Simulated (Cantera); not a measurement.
An isothermal, constant-pressure homogeneous reactor starts with N2O : H2 : N2 = 1 : 0.018 : 4.8 (molar parts), at 1348 K and 0.0878 atm.

Computed with Cantera and GRI-Mech 3.0 (53 species, 325 reactions). GRI-Mech 3.0 was tuned for natural gas; its chemistry of N2O as a main component is partial and can be far from experiment. The mechanism lacks the step 2 NO + O2 → 2 NO2, which can matter for NO2 below about 1400 K. The temperature is held fixed by assumption; the heat of reaction is taken as removed at once.

x: mole fraction; the columns are a selection and need not sum to one.

```tsv
t (s)	x N2O	x H2	x NO	x O	x H2O2	x N2
0.000400	0.172	0.00308	3.71e-6	7.91e-6	8.87e-11	0.825
0.00107	0.172	0.00297	1.60e-5	8.44e-6	[?]	0.825
0.00286	0.171	0.00241	6.20e-5	9.42e-6	[?]	0.826
0.00765	0.169	0.00113	0.000175	1.14e-5	[?]	0.827
0.0205	0.167	0.000227	0.000402	1.27e-5	[?]	0.829
0.0547	0.162	1.53e-5	0.000979	1.30e-5	[?]	0.831
0.146	0.152	1.66e-7	0.00247	1.29e-5	8.20e-10	0.836
0.391	0.127	1.33e-7	0.00596	1.27e-5	5.89e-10	0.848
1.05	0.0806	1.49e-7	0.0125	1.22e-5	5.20e-10	0.869
2.80	0.0253	1.73e-7	0.0200	1.07e-5	4.44e-10	0.896
7.48	0.00203	7.65e-8	0.0226	4.01e-6	1.76e-10	0.907
20.0	2.02e-5	8.21e-9	0.0227	3.98e-7	1.92e-11	0.908
```

### Question
Complete the blanks.

### Answer

- 0.00107, x H2O2: 1.98e-9
- 0.00286, x H2O2: 1.01e-8
- 0.00765, x H2O2: 1.11e-8
- 0.0205, x H2O2: 5.96e-9
- 0.0547, x H2O2: 1.73e-9
